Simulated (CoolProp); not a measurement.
Vapour pressure (bar) of toluene: the reference equation beside estimates from Tc = 591.7 K, pc = 41.26 bar, ω = 0.266. Clausius-Clapeyron is anchored at 397.1 K with a constant enthalpy of vaporisation of 32.41 kJ/mol.

Values from CoolProp's reference Helmholtz-energy equation of state, Lemmon 2006. It is a short technical equation, of lower accuracy than the large ones.

```json
[
 {"T (K)": "295.2", "reference": "0.03256", "Lee-Kesler": "0.03060", "Clausius-Clapeyron": "0.04925", "van der Waals": "1.129", "Redlich-Kwong": "0.09028", "Soave-Redlich-Kwong": "0.03146", "Peng-Robinson": "0.03402"},
 {"T (K)": "312.2", "reference": "0.07554", "Lee-Kesler": "0.07156", "Clausius-Clapeyron": "0.1011", "van der Waals": "1.635", "Redlich-Kwong": "0.1904", "Soave-Redlich-Kwong": "0.07318", "Peng-Robinson": "0.07756"},
 {"T (K)": "329.1", "reference": "0.1575", "Lee-Kesler": "0.1507", "Clausius-Clapeyron": "0.1919", "van der Waals": "2.280", "Redlich-Kwong": "0.3633", "Soave-Redlich-Kwong": "0.1532", "Peng-Robinson": "0.1598"},
 {"T (K)": "346.1", "reference": "0.3029", "Lee-Kesler": "0.2928", "Clausius-Clapeyron": "0.3434", "van der Waals": "3.088", "Redlich-Kwong": "0.6429", "Soave-Redlich-Kwong": "0.2961", "Peng-Robinson": "0.3047"},
 {"T (K)": "363.1", "reference": "0.5420", "Lee-Kesler": "0.5294", "Clausius-Clapeyron": "0.5819", "van der Waals": "4.075", "Redlich-Kwong": "1.065", "Soave-Redlich-Kwong": "0.5328", "Peng-Robinson": "0.5424"},
 {"T (K)": "380.1", "reference": "0.9125", "Lee-Kesler": "0.8996", "Clausius-Clapeyron": "0.9405", "van der Waals": "5.255", "Redlich-Kwong": "1.670", "Soave-Redlich-Kwong": "0.9021", "Peng-Robinson": "0.9103"},
 {"T (K)": "397.1", "reference": "1.459", "Lee-Kesler": "1.450", "Clausius-Clapeyron": "1.459", "van der Waals": "6.645", "Redlich-Kwong": "2.500", "Soave-Redlich-Kwong": "1.450", "Peng-Robinson": "1.453"},
 {"T (K)": "414", "reference": "2.226", "Lee-Kesler": "2.226", "Clausius-Clapeyron": "2.178", "van der Waals": "8.249", "Redlich-Kwong": "3.592", "Soave-Redlich-Kwong": "2.225", "Peng-Robinson": "2.217"},
 {"T (K)": "431", "reference": "3.278", "Lee-Kesler": "3.294", "Clausius-Clapeyron": "3.157", "van der Waals": "10.10", "Redlich-Kwong": "5.000", "Soave-Redlich-Kwong": "3.293", "Peng-Robinson": "3.269"},
 {"T (K)": "448", "reference": "4.672", "Lee-Kesler": "4.710", "Clausius-Clapeyron": "4.450", "van der Waals": "12.20", "Redlich-Kwong": "6.763", "Soave-Redlich-Kwong": "4.715", "Peng-Robinson": "4.667"},
 {"T (K)": "465", "reference": "6.473", "Lee-Kesler": "6.537", "Clausius-Clapeyron": "6.117", "van der Waals": "14.55", "Redlich-Kwong": "8.923", "Soave-Redlich-Kwong": "6.559", "Peng-Robinson": "6.480"},
 {"T (K)": "482", "reference": "8.751", "Lee-Kesler": "8.843", "Clausius-Clapeyron": "8.221", "van der Waals": "17.18", "Redlich-Kwong": "11.52", "Soave-Redlich-Kwong": "8.898", "Peng-Robinson": "8.781"},
 {"T (K)": "498.9", "reference": "11.56", "Lee-Kesler": "11.68", "Clausius-Clapeyron": "10.81", "van der Waals": "20.08", "Redlich-Kwong": "14.57", "Soave-Redlich-Kwong": "11.79", "Peng-Robinson": "11.63"},
 {"T (K)": "515.9", "reference": "15.02", "Lee-Kesler": "15.16", "Clausius-Clapeyron": "13.99", "van der Waals": "23.27", "Redlich-Kwong": "18.15", "Soave-Redlich-Kwong": "15.34", "Peng-Robinson": "15.15"}
]
```

Absolute difference from the reference over all 14 rows, mean and median: Lee-Kesler 2.0 and 1.0 %, Clausius-Clapeyron 11.9 and 6.3 %, van der Waals 726.5 and 313.0 %, Redlich-Kwong 78.4 and 66.4 %, Soave-Redlich-Kwong 1.7 and 1.7 %, Peng-Robinson 0.9 and 0.4 %.
